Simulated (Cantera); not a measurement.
Input: 1 mol MgO, 2.8 mol SO3, 1.8 mol H2O, at 752 °C and 4.90 bar.

Cantera equilibrium calculation (NASA polynomials, part measured and part estimated; ideal gas, pure solids and liquids). Candidate condensed phases: H2O, H2SO4, Mg, MgO, Mg(OH)2, MgS, MgSO4, S; 26 gas species. Equilibrium is a limit: real reactors are often held back by kinetics, nucleation or transport.

Base state: H2O 0.444, SO3 0.222, SO2 0.222, O2 0.111, H2SO4 0.00159 (mole fractions); condensed: MgSO4(s).

Task: What changes in the equilibrium state with this change: temperature from 752 °C to 977 °C?

Result: 
| species | before | after |
|---|---|---|
| H2O | 0.444 | 0.411 |
| SO2 | 0.222 | 0.354 |
| O2 | 0.111 | 0.177 |
| SO3 | 0.222 | 0.0575 |
| H2SO4 | 0.00159 | 6.00e-5 |
| MgSO4(s), mol | 1.00 | 1.00 |

Task: What changes in the equilibrium state with this change: pressure from 4.90 bar to 2.20 bar?

Result: 
```
species         before     after
-------------  -------  --------
H2O              0.444     0.436
SO2              0.222     0.254
SO3              0.222     0.182
O2               0.111     0.127
H2SO4          0.00159  0.000576
MgSO4(s), mol     1.00      1.00
```

Task: What changes in the equilibrium state with this change: pressure from 4.90 bar to 1.90 bar?

Result: 
```tsv
species	before	after
H2O	0.444	0.435
SO2	0.222	0.260
SO3	0.222	0.175
O2	0.111	0.130
H2SO4	0.00159	0.000476
MgSO4(s), mol	1.00	1.00
```
